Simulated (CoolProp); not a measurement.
Properties of acetone along the isotherm 550 K.

Model: reference Helmholtz-energy equation of state, Lemmon 2006, in CoolProp. It is a short technical equation, of lower accuracy than the large ones.

| p (kPa) | phase | Z | cp (kJ/(kg K)) | Joule-Thomson coefficient (K/MPa) | isothermal compressibility (1/MPa) |
|---|---|---|---|---|---|
| 5210 | supercritical | … | … | 10.69 | 0.3431 |
| 10400 | supercritical | 0.3327 | 3.682 | 2.397 | 0.05999 |
| 15600 | supercritical | 0.4214 | … | 0.8304 | 0.01934 |
| 20900 | supercritical | 0.5225 | 2.855 | 0.4010 | … |
| 26100 | supercritical | 0.6209 | … | 0.1990 | 0.008080 |
| 31300 | supercritical | 0.7176 | 2.708 | 0.07789 | 0.006277 |
| 36500 | supercritical | 0.8125 | 2.669 | -0.003361 | 0.005136 |
| 41700 | supercritical | 0.9058 | 2.640 | -0.06186 | 0.004348 |
| 46900 | supercritical | 0.9975 | 2.617 | -0.1061 | 0.003772 |

**Question.** What belongs in the gaps?

**Answer.** 
- 5210, Z: 0.6112
- 5210, cp (kJ/(kg K)): 3.194
- 15600, cp (kJ/(kg K)): 3.037
- 20900, isothermal compressibility (1/MPa): 0.01135
- 26100, cp (kJ/(kg K)): 2.765
